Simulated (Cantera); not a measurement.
A freely propagating, adiabatic, planar premixed flame of H2 : O2 : N2 = 1 : 0.725 : 2.72 (molar parts), equivalence ratio 0.69, unburnt at 375 K and 2180 Torr; mixture-averaged transport, grid criteria slope 0.08 and curve 0.16, no radiation.

Computed with Cantera and the H2/O2 subset of GRI-Mech 3.0, which has no nitrogen chemistry. The hydrogen kinetics of GRI-Mech 3.0 are dated; newer H2 mechanisms differ, most at raised pressure. Burning velocities carry a grid error of a few per cent, more on coarse grids. Lean hydrogen flames are cellular in practice and burn faster than this planar one.

**Question.** Predict: laminar burning velocity; thermal thickness; peak x(HO2); peak x(H); peak x(H2O2).

**Answer.** 
| Item | Value |
|---|---|
| laminar burning velocity | 135 cm/s |
| thermal thickness | 0.108 mm |
| peak x(HO2) | 0.000681 |
| peak x(H) | 0.00774 |
| peak x(H2O2) | 0.000121 |
